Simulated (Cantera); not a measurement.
Feed: 1 mol Fe2O3, 1.2 mol C, 19 mol N2, held at 675 °C and 3.40 mbar.

Equilibrium computed with Cantera from the NASA thermochemical tables; the gas is ideal and each condensed phase is pure. Candidate condensed phases: C, Fe, Fe(CO)5, FeO, Fe2O3, Fe3O4; 27 gas species. The tables' stoichiometric FeO is somewhat more stable than real wüstite, so its field is too wide. FeO: taken at fixed stoichiometry. Rates play no part.

Base state: N2 0.941, CO 0.0464, CO2 0.0130 (mole fractions); condensed: Fe(α) + FeO(s).

Problem. What changes in the equilibrium state with this change: temperature from 675 °C to 1052 °C?

Solution. 
| species | before | after |
|---|---|---|
| N2 | 0.941 | 0.941 |
| CO | 0.0464 | 0.0502 |
| CO2 | 0.0130 | 0.00917 |
| Fe(α), mol | 0.464 | 0 |
| FeO(s), mol | 1.54 | 1.61 |
| Fe(γ), mol | 0 | 0.385 |
Mutual solubility and eutectic melting of coexisting phases are not modelled.
